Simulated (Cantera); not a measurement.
Charge: 1 mol CH₄, 0.13 mol O₂, held at 750 °C and 0.570 bar.

Cantera equilibrium calculation (NASA polynomials, part measured and part estimated; ideal gas, pure solids and liquids). Candidate condensed phases: C, C₆H₆, C₇H₈, C₈H₁₈, H₂O; 110 gas species. Rates play no part.

Base state: H₂ 0.851, CO 0.103, CH₄ 0.0310, H₂O 0.0136, CO₂ 0.00214 (mole fractions); condensed: C(graphite).

### Question
What changes in the equilibrium state with this change: pressure from 0.570 bar to 1.33 mbar?

### Answer
```csv
species,before,after
H₂,0.851,0.885
CO,0.103,0.115
CH₄,0.0310,7.83e-5
H₂O,0.0136,3.71e-5
CO₂,0.00214,6.31e-6
"C(graphite), mol",0.707,0.740
```
